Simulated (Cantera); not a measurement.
A closed system holds: 1 mol SiO2, 1.7 mol HCl, 0.23 mol H2, held at 1025 °C and 85.0 Pa.

Equilibrium computed with Cantera from the NASA thermochemical tables; the gas is ideal and each condensed phase is pure. Candidate condensed phases: H2O, Si, SiO2; 30 gas species. The tables hold silica as quartz up to 1696 K and as liquid above; real silica turns to tridymite and cristobalite and melts near 1996 K. Rates play no part.

Base state: HCl 0.881, H2 0.119, Cl 7.91e-5, H2O 6.15e-5, SiCl4 1.98e-5, H 1.27e-5 (mole fractions); condensed: SiO2(β-quartz).

What changes in the equilibrium state with this change: SiO2 replaced by Fe2O3?


```tsv
species	before	after
HCl	0.881	0.750
H2O	6.15e-5	0.171
FeCl2	0	0.0469
H2	0.119	3.64e-6
O2	<1e-9	0.0182
Cl	7.91e-5	0.0122
SiCl4	1.98e-5	0
FeCl3	0	0.000533
OH	<1e-9	4.26e-5
Cl2	3.58e-8	0.000852
SiO2(β-quartz), mol	1.000	0
Fe2O3(s), mol	0	0.145
Fe3O4(s), mol	0	0.539
```
Mutual solubility and eutectic melting of coexisting phases are not modelled. Further candidate phases: Fe, FeCl2, FeCl3, FeO, Fe(OH)2, Fe(OH)3, Fe2O3, Fe3O4.
